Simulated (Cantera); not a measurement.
**Thermodynamics of silicon nitride deposition, feed SiHCl3 + NH3 + N2**

A closed system holds: 1 mol SiHCl3, 0.12 mol NH3, 45 mol N2, held at 0.240 bar.

Method: chemical equilibrium by Gibbs-energy minimisation in Cantera with the NASA 1993 tables (ideal gas, pure condensed phases). Candidate condensed phases: NH4Cl, Si, Si3N4; 28 gas species. The tables' values for SiCl3 are old estimates; treat these amounts as uncertain. The numbers say what is thermodynamically allowed, not how fast it happens.

From 777 °C to 1327 °C the condensed part is Si3N4(s). The main Si-bearing gas is SiCl4 at 777 °C and SiCl2 at 1327 °C.

| T (°C) | log p N2 | log p HCl | log p SiCl4 | log p SiCl2 | log p SiCl3 | n Si3N4(s) |
|---|---|---|---|---|---|---|
| 777 | -0.64 | -2.23 | -2.62 | -7.10 | -5.49 | 0.178 |
| 827 | -0.64 | -2.23 | -2.62 | -6.46 | -5.11 | 0.179 |
| 877 | -0.64 | -2.22 | -2.63 | -5.89 | -4.78 | 0.180 |
| 927 | -0.64 | -2.22 | -2.63 | -5.36 | -4.47 | 0.180 |
| 977 | -0.64 | -2.22 | -2.64 | -4.88 | -4.18 | 0.180 |
| 1027 | -0.64 | -2.21 | -2.65 | -4.43 | -3.93 | 0.179 |
| 1077 | -0.64 | -2.21 | -2.67 | -4.03 | -3.70 | 0.176 |
| 1127 | -0.64 | -2.21 | -2.70 | -3.66 | -3.50 | 0.170 |
| 1177 | -0.64 | -2.21 | -2.76 | -3.33 | -3.33 | 0.160 |
| 1227 | -0.64 | -2.22 | -2.85 | -3.05 | -3.20 | 0.142 |
| 1277 | -0.64 | -2.22 | -2.99 | -2.81 | -3.12 | 0.118 |
| 1327 | -0.64 | -2.24 | -3.21 | -2.63 | -3.11 | 0.0881 |
log p: log10 of the partial pressure in bar; n: condensed amount in mol.
